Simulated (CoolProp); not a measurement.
A simple Rankine cycle with water: condensing at 307.15 K, boiler at 19 MPa, turbine inlet 649.7 K, turbine efficiency 0.65, pump efficiency 0.8, no recuperator. Each further row changes one setting.

Computed with CoolProp (reference Helmholtz-energy equation of state, Wagner 2002).

| case | thermal efficiency (%) | net work (kJ/kg) | heat in (kJ/kg) | turbine exit temperature (K) | volume ratio over the turbine |
|---|---|---|---|---|---|
| as stated | 26.0 | 656 | 2520 | 307.1 | [?] |
| turbine inlet 669.7 K | 26.5 | 707 | [?] | 307.1 | 2020 |
| condensing temperature 299.15 K | 26.7 | [?] | 2550 | 299.2 | 3500 |
| boiler pressure 13.3 MPa | [?] | [?] | [?] | 307.1 | 1330 |
| turbine efficiency 0.55 | 21.9 | 551 | 2520 | 307.1 | [?] |

Task: Complete the blanks.

Result: 
- as stated, volume ratio over the turbine: 2280
- turbine inlet 669.7 K, heat in (kJ/kg): 2670
- condensing temperature 299.15 K, net work (kJ/kg): 681
- boiler pressure 13.3 MPa, thermal efficiency (%): 26.1
- boiler pressure 13.3 MPa, net work (kJ/kg): 723
- boiler pressure 13.3 MPa, heat in (kJ/kg): 2770
- turbine efficiency 0.55, volume ratio over the turbine: 2410

The expansion ends wet for: as stated; turbine inlet 669.7 K; condensing temperature 299.15 K; boiler pressure 13.3 MPa; turbine efficiency 0.55.
